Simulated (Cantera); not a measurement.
Input (Python, Cantera) and output of one run.

```python
import numpy as np
import cantera as ct

gas_names = """
    B BF BF2 BF3 BH BHF2 BH2 BH3 BN B2 F F2 H HF H2 H2F2 H3F3 H4F4 H5F5 H6F6 H7F7 N NF NF2 NF3 NH NH2
    NH3 N2 N2H2 N2H4
""".split()
cond_names = """
    B(b) B(L) BN(s)
""".split()


# ... load() reads the species with a 1 bar reference pressure and builds the phases ...
atoms = {
    'BN': {'B': 1, 'N': 1},
    'NF3': {'N': 1, 'F': 3},
    'N2': {'N': 2},
    'H2': {'H': 2},
}
top_T = {'BN(s)': 3200}  # K; cautious upper limits of use, not melting points


# ... equilibrate(T, P, feed) seeds the gas with the atoms and calls Mixture.equilibrate('TP', solver="vcs", rtol=1e-11, max_steps=5000) ...
results = []
feed = {'BN': 1, 'NF3': 0.91, 'N2': 1.4, 'H2': 23}  # mol
P = 10000  # Pa
for T in [875, 975, 1075, 1175, 1275, 1375, 1475, 1575, 1675, 1775, 1875]:
    mix = equilibrate(T, P, feed)
    results.append((T, P, feed, dict(zip(mix.species_names, mix.species_moles))))

top = {s: max(r[3][s] / sum(r[3][g] for g in gas_names) for r in results) for s in gas_names}
cols = sorted((s for s in top if top[s] > 1e-05), key=lambda s: -top[s])[:7]
seen = [c for c in cond_names if any(r[3].get(c, 0) > 1e-12 for r in results)]
print("log10 of partial pressures in bar; condensed amounts in mol")
print(f"{'T/K':>10s}" + "".join(f"{s[:9]:>10s}" for s in cols + seen))
for T, P, feed, n in results:
    ng = sum(n[g] for g in gas_names)
    print(f"{T:10.4g}" + "".join(f"{np.log10(max(n[s] / ng * P / 1e5, 1e-99)):10.3f}" for s in cols)
          + "".join(f"{n.get(c, 0):10.4g}" for c in seen))
```

Result:

```
log10 of partial pressures in bar; condensed amounts in mol
       T/K        H2        N2       BF3        HF       BF2        BF      BHF2     BN(s)
       875    -1.058    -2.060    -2.485    -3.228   -10.791   -16.893    -6.500    0.1416
       975    -1.059    -2.062    -2.494    -3.099    -9.265   -14.270    -5.877    0.1595
      1075    -1.059    -2.063    -2.504    -2.995    -8.028   -12.141    -5.375     0.178
      1175    -1.060    -2.065    -2.515    -2.910    -7.005   -10.378    -4.961    0.1966
      1275    -1.061    -2.067    -2.527    -2.839    -6.147    -8.896    -4.616    0.2143
      1375    -1.061    -2.068    -2.540    -2.780    -5.417    -7.633    -4.324    0.2305
      1475    -1.062    -2.070    -2.555    -2.731    -4.791    -6.546    -4.075    0.2437
      1575    -1.063    -2.071    -2.575    -2.690    -4.250    -5.601    -3.863    0.2513
      1675    -1.063    -2.071    -2.605    -2.658    -3.784    -4.776    -3.685    0.2471
      1775    -1.065    -2.068    -2.658    -2.638    -3.388    -4.055    -3.546    0.2156
      1875    -1.068    -2.062    -2.757    -2.637    -3.072    -3.431    -3.459    0.1222
```

Method: chemical equilibrium by Gibbs-energy minimisation in Cantera with the NASA 1993 tables (ideal gas, pure condensed phases). The tables' values for BF2 are old estimates; treat these amounts as uncertain.
